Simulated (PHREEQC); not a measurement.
1 kg of water holding 0.029 mol/kgw NaCl, 0.024 mol/kgw NaOH and 0.03 mol/kgw Na2SO4 is evaporated at 25 °C; the solids stay in contact with the brine. The system is closed to CO2. Only these solids could form: Halite, Mirabilite, Thenardite.

Computed with PHREEQC (Pitzer model, pitzer.dat).

Question: Predict ionic strength, Cl in solution (mol/kgw), Na in solution (mol/kgw) at water left (kg) = 0.6755, 0.2533.

Answer: 
```tsv
water left (kg)	ionic strength	Cl in solution (mol/kgw)	Na in solution (mol/kgw)
0.6755	0.212	0.0429	0.167
0.2533	0.564	0.114	0.446
```
